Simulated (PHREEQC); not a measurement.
Consider water at 25 °C with 0.0038 mol/kgw MnSO4, 0.037 mol/kgw ZnCl2, 0.034 mol/kgw H2SO4 and 0.0051 mol/kgw NaCl. Closed to the air; pH follows from the charge balance.

All values are PHREEQC results (ion-association model, phreeqc.dat), not measurements.

**Question.** The ionic strength comes out as 0.160 mol/kgw. What activity coefficients do Zn+2, HSO4-, Cl-, Zn(SO4)2-2, NaSO4- get?

**Answer.** Zn+2 0.32, HSO4- 0.76, Cl- 0.73, Zn(SO4)2-2 0.33, NaSO4- 0.76.

This is a speciation only: nothing precipitates in the calculation.
